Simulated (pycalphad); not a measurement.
Source of the numbers: pycalphad with the COST 507 light-alloy database (1999); pressure 1 atm. The data set is of 1999 and partly superseded. Phase fractions are per mole of atoms. Diffusion is slow at the low end, where real alloys seldom reach equilibrium.

Give the equilibrium state of Ti-0.24Hf-1.08B (at.%) at 1477 °C.

bcc, fraction 0.983, with 0.24 Hf, 0.21 B at.%; BM, fraction 0.017, with 0.02 Hf, 50.0 B at.%.

Give the equilibrium state of Ti-0.24Hf-1.08B (at.%) at 677 °C.

hcp, fraction 0.980, with 0.24 Hf, 0.10 B at.%; BM, fraction 0.020, with 0.01 Hf, 50.0 B at.%.

Database names, with the compositions (at.%) that they take in these runs: BM: Ti 50 B 50.
